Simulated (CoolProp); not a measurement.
The fluid at 433.87 K and 0.615 MPa expands adiabatically to 0.0469 MPa with isentropic efficiency 1. The same conditions are run with several fluids, on thermodynamics alone (safety and materials aside).

Model: reference Helmholtz-energy equation of state of each fluid (carbon dioxide: Span 1996; CH2F2 (R32): Tillner-Roth 1997; ethane: Bücker 2006; propylene: Lemmon 2013; methane: Setzmann 1991), in CoolProp.

Task: Rank carbon dioxide, CH2F2 (R32), ethane, propylene, methane by work (kJ/kg), highest first.

Result: methane (444), ethane (260), propylene (190), carbon dioxide (162), CH2F2 (R32) (143)

| fluid | final temperature (K) | final density (kg/m³) |
|---|---|---|
| carbon dioxide | 248.2 | 1.00 |
| CH2F2 (R32) | 273.7 | 1.08 |
| ethane | 304.2 | 0.559 |
| propylene | 326.7 | 0.730 |
| methane | 244.2 | 0.371 |
